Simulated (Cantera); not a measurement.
An isothermal, constant-pressure homogeneous reactor starts with 34.1 % CH4, 54.6 % CO2, 11.3 % H2, at 1775 K and 100.0 Torr.

Computed with Cantera and GRI-Mech 3.0 (53 species, 325 reactions).

One state of this run: x CH4 = 0.0109; x CO2 = 0.0874; x H2 = 0.246; x C2H4 = 0.000116; x C2H2 = 0.0719; x C2H6 = 2.95e-6; x H2O2 = 6.60e-12. x: mole fraction; the columns are a selection and need not sum to one.

Task: Which value of t (s) does it belong to?
A. 12.2
B. 1.50
C. 0.183
D. 100

Result: C, 0.183
